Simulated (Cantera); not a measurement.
Feed: 1 mol AlCl3, 1.3 mol O2, 150 mol N2, at 798 K and 9.00 Torr.

Cantera equilibrium calculation (NASA polynomials, part measured and part estimated; ideal gas, pure solids and liquids). Candidate condensed phases: Al, AlCl3, AlN, Al2O3; 24 gas species. Condensed phases not in the tables: AlOCl. Kinetics and transport are ignored.

Base state: N2 0.987, Cl2 0.00986, O2 0.00362 (mole fractions); condensed: Al2O3(s).

Question: What changes in the equilibrium state with this change: temperature from 798 K to 1598 K?

Answer: 
| species | before | after |
|---|---|---|
| N2 | 0.987 | 0.977 |
| Cl | 8.09e-6 | 0.0188 |
| O2 | 0.00362 | 0.00344 |
| Cl2 | 0.00986 | 0.000360 |
| NO | 2.84e-7 | 0.000274 |
| Al2O3(s), mol | 0.500 | 0.500 |

Question: What changes in the equilibrium state with this change: temperature from 798 K to 1900 K?

Answer: 
```csv
species,before,after
N2,0.987,0.976
Cl,8.09e-6,0.0195
O2,0.00362,0.00312
Cl2,0.00986,1.87e-5
O,<1e-9,0.000152
NO,2.84e-7,0.000778
"Al2O3(s), mol",0.500,0.500
```
